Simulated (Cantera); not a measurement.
Feed: 1 mol C2H6, 0.036 mol CO2, 3 mol N2, 0.38 mol NH3, at 1877 °C and 10.5 Torr.

Cantera equilibrium calculation (NASA polynomials, part measured and part estimated; ideal gas, pure solids and liquids). Candidate condensed phases: C, C6H6, C7H8, C8H18, H2O; 136 gas species. Kinetics and transport are ignored.

Base state: H2 0.496, N2 0.455, H 0.0251, HCN 0.0121, CO 0.0104, C2H2 (acetylene) 0.000961, HNC 0.000887, CN 1.99e-5 (mole fractions); condensed: C(graphite).

**Question.** What changes in the equilibrium state with this change: CO2 from 0.036 to 0.62 mol?

**Answer.** 
```csv
species,before,after
H2,0.496,0.423
N2,0.455,0.389
CO,0.0104,0.153
HCN,0.0121,0.0103
H,0.0251,0.0232
C2H2 (acetylene),0.000961,0.000820
HNC,0.000887,0.000757
CN,1.99e-5,1.84e-5
"C(graphite), mol",1.86,1.28
```

**Question.** What changes in the equilibrium state with this change: temperature from 1877 °C to 2052 °C?

**Answer.** 
```
species            before     after
----------------  -------  --------
H2                  0.496     0.461
N2                  0.455     0.441
H                  0.0251    0.0631
HCN                0.0121    0.0199
CO                 0.0104    0.0102
C2H               1.46e-6   1.48e-5
CN                1.99e-5  0.000121
C(graphite), mol     1.86      1.78
```

**Question.** What changes in the equilibrium state with this change: CO2 from 0.036 to 0.11 mol?

**Answer.** 
| species | before | after |
|---|---|---|
| H2 | 0.496 | 0.485 |
| N2 | 0.455 | 0.445 |
| CO | 0.0104 | 0.0311 |
| HCN | 0.0121 | 0.0119 |
| H | 0.0251 | 0.0248 |
| C2H2 (acetylene) | 0.000961 | 0.000940 |
| HNC | 0.000887 | 0.000868 |
| CN | 1.99e-5 | 1.96e-5 |
| C(graphite), mol | 1.86 | 1.79 |
